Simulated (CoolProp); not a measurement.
n-perfluoropentane along the isotherm 245.4 K: fugacity coefficient from the reference equation and from simpler models built on Tc = 421.0 K, pc = 20.63 bar, ω = 0.436; each cubic takes its own stable root.

Model: reference Helmholtz-energy equation of state, Gao 2022, in CoolProp.

| p (bar) | phase | reference |
|---|---|---|
| 0.793 | liquid | 0.08510 |
| 1.59 | liquid | 0.04272 |
| 2.38 | liquid | 0.02872 |
| 3.17 | liquid | 0.02170 |
| 3.97 | liquid | 0.01744 |
| 4.76 | liquid | 0.01463 |
| 5.55 | liquid | 0.01263 |
| 6.35 | liquid | 0.01111 |
| 7.14 | liquid | 0.009943 |
| 7.93 | liquid | 0.009009 |
| 8.73 | liquid | 0.008236 |
| 9.52 | liquid | 0.007600 |
| 10.3 | liquid | 0.007069 |

### Question
How far does each simpler model (van der Waals, Soave-Redlich-Kwong) lie from the reference over these 13 states: mean and median of the absolute difference, and the worst?

### Answer
- van der Waals: mean 1935.4 %, median 2006.1 %, worst +2060.1 % at 245.4 K and 10.3 bar
- Soave-Redlich-Kwong: mean 0.2 %, median 0.1 %, worst -0.4 % at 245.4 K and 0.793 bar

At some of these states van der Waals gives the other phase, because its saturation line lies elsewhere.
